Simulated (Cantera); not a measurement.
**Thermodynamics of oxide etching and cleaning by halides, feed CaO + HBr + N₂**

Charge: 1 mol CaO, 42 mol HBr, 7.5 mol N₂, at 7.50 Torr.

Equilibrium computed with Cantera from the NASA thermochemical tables; the gas is ideal and each condensed phase is pure. Candidate condensed phases: Br₂, Ca, CaBr₂, CaO, Ca(OH)₂, H₂O; 34 gas species. Rates play no part.

```json
[
 {"T (K)": "1148", "log p HBr": "-2.09", "log p Br": "-4.24", "log p N₂": "-2.81", "log p H₂": "-4.48", "log p H₂O": "-3.69", "log p CaBr₂": "-4.66", "log p H": "-9.38", "n CaBr₂(l)": "0.894"},
 {"T (K)": "1248", "log p HBr": "-2.10", "log p Br": "-3.87", "log p N₂": "-2.82", "log p H₂": "-4.14", "log p H₂O": "-3.70", "log p CaBr₂": "-3.77", "log p H": "-8.40", "n CaBr₂(l)": "0.147"},
 {"T (K)": "1348", "log p HBr": "-2.11", "log p Br": "-3.55", "log p N₂": "-2.83", "log p H₂": "-3.84", "log p H₂O": "-3.70", "log p CaBr₂": "-3.70", "log p H": "-7.55", "n CaBr₂(l)": "0"},
 {"T (K)": "1448", "log p HBr": "-2.13", "log p Br": "-3.29", "log p N₂": "-2.83", "log p H₂": "-3.58", "log p H₂O": "-3.71", "log p CaBr₂": "-3.71", "log p H": "-6.83", "n CaBr₂(l)": "0"},
 {"T (K)": "1548", "log p HBr": "-2.16", "log p Br": "-3.07", "log p N₂": "-2.84", "log p H₂": "-3.36", "log p H₂O": "-3.71", "log p CaBr₂": "-3.71", "log p H": "-6.19", "n CaBr₂(l)": "0"},
 {"T (K)": "1648", "log p HBr": "-2.21", "log p Br": "-2.88", "log p N₂": "-2.85", "log p H₂": "-3.18", "log p H₂O": "-3.72", "log p CaBr₂": "-3.72", "log p H": "-5.64", "n CaBr₂(l)": "0"},
 {"T (K)": "1748", "log p HBr": "-2.26", "log p Br": "-2.73", "log p N₂": "-2.86", "log p H₂": "-3.03", "log p H₂O": "-3.74", "log p CaBr₂": "-3.74", "log p H": "-5.16", "n CaBr₂(l)": "0"},
 {"T (K)": "1848", "log p HBr": "-2.33", "log p Br": "-2.61", "log p N₂": "-2.88", "log p H₂": "-2.92", "log p H₂O": "-3.75", "log p CaBr₂": "-3.75", "log p H": "-4.73", "n CaBr₂(l)": "0"}
]
```
log p: log10 of the partial pressure in bar; n: condensed amount in mol.

From 1148 K to 1248 K the condensed part is CaBr₂(l). From 1348 K to 1848 K nothing is condensed. The main Ca-bearing gas is CaBr₂ throughout.
